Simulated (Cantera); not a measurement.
What does this Cantera script print?

```python
import numpy as np
import cantera as ct

gas_names = [...]  # 151 gases of nasa_gas.yaml made of C, H, N, O, Si
cond_names = """
    C(gr) C6H6(L) C7H8(L) C8H18(L),n-octa H2O(s) H2O(L) Si(cr) Si(L) SiC(b) SiO2(Lqz) SiO2(hqz) SiO2(L)
    Si2N2O(s) Si3N4(a)
""".split()


# ... load() reads the species with a 1 bar reference pressure and builds the phases ...
atoms = {
    'Si3N4': {'Si': 3, 'N': 4},
    'CO2': {'C': 1, 'O': 2},
    'H2': {'H': 2},
}
top_T = {'C(gr)': 4500, 'SiC(b)': 3050, 'Si2N2O(s)': 2100, 'Si3N4(a)': 2400}  # K; cautious upper limits of use, not melting points


# ... equilibrate(T, P, feed) seeds the gas with the atoms and calls Mixture.equilibrate('TP', solver="vcs", rtol=1e-11, max_steps=5000) ...
results = []
T = 1198  # K
P = 210000  # Pa
for m in [3, 3.9, 5.1, 6.6, 8.6, 11, 15, 19, 25, 32, 42, 55]:
    feed = {'Si3N4': 1, 'CO2': 0.18, 'H2': m}  # mol
    mix = equilibrate(T, P, feed)
    results.append((T, P, feed, dict(zip(mix.species_names, mix.species_moles))))
    x = sorted(zip(gas.X, gas.species_names), reverse=True)
    print(f"T = {T:g} K  P = {P:g} Pa  n(H2) = {m:g} mol  gas = {mix.phase_moles(0):.4g} mol")
    print("   x: " + "  ".join(f"{s} {v:.3e}" for v, s in x if v > 0.0001))
    print("   condensed (mol): " + ("  ".join(f"{mix.phase(i).name} {mix.phase_moles(i):.4g}"
          for i in range(1, mix.n_phases) if mix.phase_moles(i) > 1e-12) or "none"))
```

It prints:

```
T = 1198 K  P = 210000 Pa  n(H2) = 3 mol  gas = 3.031 mol
   x: H2 9.312e-01  N2 3.954e-02  CH4 2.920e-02
   condensed (mol): C(gr) 0.09142  Si2N2O(s) 0.36  Si3N4(a) 0.76
T = 1198 K  P = 210000 Pa  n(H2) = 3.9 mol  gas = 3.904 mol
   x: H2 9.395e-01  N2 3.070e-02  CH4 2.973e-02
   condensed (mol): C(gr) 0.06388  Si2N2O(s) 0.36  Si3N4(a) 0.76
T = 1198 K  P = 210000 Pa  n(H2) = 5.1 mol  gas = 5.067 mol
   x: H2 9.461e-01  CH4 3.015e-02  N2 2.365e-02
   condensed (mol): C(gr) 0.02715  Si2N2O(s) 0.36  Si3N4(a) 0.76
T = 1198 K  P = 210000 Pa  n(H2) = 6.6 mol  gas = 6.54 mol
   x: H2 9.541e-01  CH4 2.751e-02  N2 1.832e-02
   condensed (mol): Si2N2O(s) 0.36  Si3N4(a) 0.76
T = 1198 K  P = 210000 Pa  n(H2) = 8.6 mol  gas = 8.54 mol
   x: H2 9.649e-01  CH4 2.107e-02  N2 1.403e-02
   condensed (mol): Si2N2O(s) 0.36  Si3N4(a) 0.76
T = 1198 K  P = 210000 Pa  n(H2) = 11 mol  gas = 10.94 mol
   x: H2 9.726e-01  CH4 1.645e-02  N2 1.095e-02
   condensed (mol): Si2N2O(s) 0.36  Si3N4(a) 0.76
T = 1198 K  P = 210000 Pa  n(H2) = 15 mol  gas = 14.94 mol
   x: H2 9.799e-01  CH4 1.205e-02  N2 8.014e-03
   condensed (mol): Si2N2O(s) 0.36  Si3N4(a) 0.76
T = 1198 K  P = 210000 Pa  n(H2) = 19 mol  gas = 18.94 mol
   x: H2 9.841e-01  CH4 9.502e-03  N2 6.319e-03
   condensed (mol): Si2N2O(s) 0.36  Si3N4(a) 0.76
T = 1198 K  P = 210000 Pa  n(H2) = 25 mol  gas = 24.94 mol
   x: H2 9.880e-01  CH4 7.216e-03  N2 4.797e-03
   condensed (mol): Si2N2O(s) 0.36  Si3N4(a) 0.76
T = 1198 K  P = 210000 Pa  n(H2) = 32 mol  gas = 31.94 mol
   x: H2 9.906e-01  CH4 5.635e-03  N2 3.745e-03
   condensed (mol): Si2N2O(s) 0.36  Si3N4(a) 0.76
T = 1198 K  P = 210000 Pa  n(H2) = 42 mol  gas = 41.94 mol
   x: H2 9.928e-01  CH4 4.291e-03  N2 2.850e-03
   condensed (mol): Si2N2O(s) 0.36  Si3N4(a) 0.76
T = 1198 K  P = 210000 Pa  n(H2) = 55 mol  gas = 54.94 mol
   x: H2 9.945e-01  CH4 3.276e-03  N2 2.175e-03
   condensed (mol): Si2N2O(s) 0.36  Si3N4(a) 0.76
```

Method: chemical equilibrium by Gibbs-energy minimisation in Cantera with the NASA 1993 tables (ideal gas, pure condensed phases). Mutual solubility and eutectic melting of coexisting phases are not modelled.
